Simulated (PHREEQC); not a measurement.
## Leach liquor

Solution (25 °C): 0.18 mol/kgw H2SO4, 0.046 mol/kgw ZnSO4 and 0.057 mol/kgw MnSO4. Closed to the air; pH follows from the charge balance.

Model: ion-association model, wateq4f.dat, run in PHREEQC.

Each row changes one thing in this solution. This is a speciation only: nothing precipitates in the calculation.

| case | pH | ionic strength (mol/kgw) | HSO4- (mol/kgw) | SO4-2 (mol/kgw) |
|---|---|---|---|---|
| as made | 0.89 | 0.415 | 0.193 | 0.0473 |
| H2SO4 from 0.18 to 0.36 mol/kgw | 0.58 | 0.612 | 0.376 | 0.0511 |
| temperature from 25 to 60 °C | 0.97 | 0.383 | 0.220 | 0.0287 |
| ZnSO4 from 0.046 to 0.069 mol/kgw | 0.91 | 0.454 | 0.198 | 0.0516 |
| ZnSO4 left out | 0.86 | 0.337 | 0.181 | 0.0387 |
| MnSO4 left out | 0.83 | 0.310 | 0.171 | 0.0335 |
| H2SO4 from 0.18 to 0.018 mol/kgw | 1.92 | 0.233 | 0.0207 | 0.0458 |
| temperature from 25 to 15 °C | 0.87 | 0.428 | 0.185 | 0.0533 |
| temperature from 25 to 90 °C | 1.05 | 0.373 | 0.241 | 0.0172 |

Constants without temperature data keep their 25 °C values here.
